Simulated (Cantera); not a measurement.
# Premixed flame

A freely propagating, adiabatic, planar premixed flame of 6.95 % CH4, 20.8 % O2, 72.3 % N2, unburnt at 575 K and 9.80 bar; mixture-averaged transport, grid criteria slope 0.08 and curve 0.16, no radiation.

Model: GRI-Mech 3.0 (53 species, 325 reactions), integrated in Cantera. Burning velocities carry a grid error of a few per cent, more on coarse grids.

| z (mm) | T (K) | u (m/s) | x CH4 | x O2 | x CO | x C2H | x H2O2 | x C2H6 |
|---|---|---|---|---|---|---|---|---|
| -0.282 | 577 | 0.293 | 0.0693 | 0.208 | 2.50e-5 | <1e-8 | 2.62e-7 | 1.65e-7 |
| -0.188 | 587 | 0.299 | 0.0686 | 0.207 | 0.000156 | <1e-8 | 1.62e-6 | 1.47e-6 |
| -0.141 | 617 | 0.314 | 0.0668 | 0.204 | 0.000577 | <1e-8 | 5.88e-6 | 7.56e-6 |
| -0.0940 | 735 | 0.376 | 0.0598 | 0.195 | 0.00248 | <1e-8 | 2.37e-5 | 4.90e-5 |
| -0.0470 | 1125 | 0.579 | 0.0379 | 0.159 | 0.00979 | <1e-8 | 6.30e-5 | 0.000277 |
| -0.0235 | 1465 | 0.755 | 0.0190 | 0.125 | 0.0167 | <1e-8 | 2.65e-5 | 0.000358 |
| 0 | 1799 | 0.927 | 0.00298 | 0.0903 | 0.0201 | 2.47e-8 | 3.56e-6 | 3.36e-5 |
| 0.0235 | 1942 | 0.995 | 7.37e-5 | 0.0755 | 0.0120 | <1e-8 | 1.14e-6 | 2.74e-8 |
| 0.0470 | 1997 | 1.02 | 1.23e-6 | 0.0717 | 0.00610 | <1e-8 | 7.96e-7 | <1e-8 |
| 0.0940 | 2040 | 1.04 | <1e-8 | 0.0697 | 0.00208 | <1e-8 | 4.85e-7 | <1e-8 |
| 0.188 | 2060 | 1.05 | <1e-8 | 0.0690 | 0.000521 | <1e-8 | 3.03e-7 | <1e-8 |
| 0.376 | 2064 | 1.05 | <1e-8 | 0.0689 | 0.000209 | <1e-8 | 2.63e-7 | <1e-8 |
| 0.752 | 2064 | 1.05 | <1e-8 | 0.0689 | 0.000187 | <1e-8 | 2.60e-7 | <1e-8 |
x: mole fraction of selected species; z is measured from the peak of heat release.

```yaml
laminar_burning_velocity: 29.2 cm/s
thermal_thickness: 0.0940 mm
peak x(CO): 0.0204
peak x(C2H): 2.93e-8
peak x(H2O2): 6.30e-5
peak x(C2H6): 0.000377
```
